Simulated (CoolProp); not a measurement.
A simple Rankine cycle with sulfur dioxide: condensing at 311.15 K, boiler at 3.22 MPa, turbine inlet 385.4 K, turbine efficiency 0.7, pump efficiency 0.7, no recuperator. Each further row changes one setting.

Model: reference Helmholtz-energy equation of state, Gao 2016, in CoolProp.

| case | thermal efficiency (%) | net work (kJ/kg) | heat in (kJ/kg) | turbine exit temperature (K) | volume ratio over the turbine |
|---|---|---|---|---|---|
| as stated | 10.7 | (withheld) | 353 | 311.2 | (withheld) |
| turbine inlet 405.4 K | (withheld) | 41.2 | 376 | 311.2 | 4.67 |
| condensing temperature 303.15 K | (withheld) | 43.3 | (withheld) | 303.1 | 6.31 |
| boiler pressure 2.25 MPa | 9.0 | 33.4 | (withheld) | 311.2 | 3.32 |
| turbine efficiency 0.6 | 9.1 | (withheld) | 353 | 311.2 | (withheld) |

Complete the blanks.


- as stated, net work (kJ/kg): 37.9
- as stated, volume ratio over the turbine: 5.00
- turbine inlet 405.4 K, thermal efficiency (%): 11.0
- condensing temperature 303.15 K, thermal efficiency (%): 11.9
- condensing temperature 303.15 K, heat in (kJ/kg): 365
- boiler pressure 2.25 MPa, heat in (kJ/kg): 373
- turbine efficiency 0.6, net work (kJ/kg): 32.0
- turbine efficiency 0.6, volume ratio over the turbine: 5.10

The expansion ends wet for: as stated; turbine inlet 405.4 K; condensing temperature 303.15 K; boiler pressure 2.25 MPa; turbine efficiency 0.6.
